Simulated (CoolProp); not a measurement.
Vapour-liquid equilibrium of isohexane (1) + n-hexane (2) at 236.3 K; x and y are mole fractions of (1).

Model: multi-fluid Helmholtz-energy mixture model, Lemmon 2006 and Thol 2019; pair parameters Bell 2016, in CoolProp.

Question: Give the bubble pressure and the first vapour's composition at x = 0.2, 0.35, 0.8. Is there an azeotrope?

Answer: x = 0.2: 0.6624 kPa, y = 0.301; x = 0.35: 0.7237 kPa, y = 0.479; x = 0.8: 0.8936 kPa, y = 0.865. No azeotrope shows between x = 0.05 and 0.95.

The pair parameters rest on a limited set of measurements; away from them the model extrapolates.
